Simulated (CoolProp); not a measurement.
Propylene at several states: fugacity coefficient from the reference equation and from simpler models built on Tc = 364.2 K, pc = 4.555 MPa, ω = 0.146; each cubic takes its own stable root.

Computed with CoolProp (reference Helmholtz-energy equation of state, Lemmon 2013).

| T (K) | p (MPa) | phase | reference | van der Waals | Soave-Redlich-Kwong |
|---|---|---|---|---|---|
| 536.1 | 2.48 | gas | ___ | ___ | ___ |
| 468.2 | 0.029 | gas | 0.9990 | 0.9990 | 0.9991 |
| 563.6 | 0.0171 | gas | 0.9997 | 0.9996 | 0.9998 |
| 257.6 | 9.96 | liquid | 0.04570 | ___ | 0.04704 |
| 270.2 | 2.35 | liquid | ___ | ___ | 0.2206 |

### Question
Fill in the missing entries.

### Answer

- 536.1, reference: 0.9508
- 536.1, van der Waals: 0.9413
- 536.1, Soave-Redlich-Kwong: 0.9563
- 257.6, van der Waals: 0.1334
- 270.2, reference: 0.2171
- 270.2, van der Waals: 0.4628
